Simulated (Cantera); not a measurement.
Input: 1 mol AlI₃, 0.58 mol N₂O, 7.8 mol H₂, equilibrated at 0.230 bar.

Equilibrium computed with Cantera from the NASA thermochemical tables; the gas is ideal and each condensed phase is pure. Candidate condensed phases: Al, AlI₃, AlN, Al₂O₃, H₂O, I₂; 41 gas species. Mutual solubility and eutectic melting of coexisting phases are not modelled. Condensed phases not in the tables: aluminium oxynitride. Kinetics and transport are ignored.

Problem. What share of the Al ends up in condensed phases as a function of T (K), at 1173, 1273, 1373, 1473, 1573, 1673, 1773, 1873?

Solution. 
```json
[
 {"T (K)": "1173", "Al condensed (%)": "73.9", "as": "AlN(s) + Al₂O₃(s)"},
 {"T (K)": "1273", "Al condensed (%)": "72.8", "as": "AlN(s) + Al₂O₃(s)"},
 {"T (K)": "1373", "Al condensed (%)": "73.7", "as": "AlN(s) + Al₂O₃(s)"},
 {"T (K)": "1473", "Al condensed (%)": "75.6", "as": "AlN(s) + Al₂O₃(s)"},
 {"T (K)": "1573", "Al condensed (%)": "74.9", "as": "AlN(s) + Al₂O₃(s)"},
 {"T (K)": "1673", "Al condensed (%)": "62.2", "as": "AlN(s) + Al₂O₃(s)"},
 {"T (K)": "1773", "Al condensed (%)": "38.7", "as": "Al₂O₃(s)"},
 {"T (K)": "1873", "Al condensed (%)": "38.6", "as": "Al₂O₃(s)"}
]
```
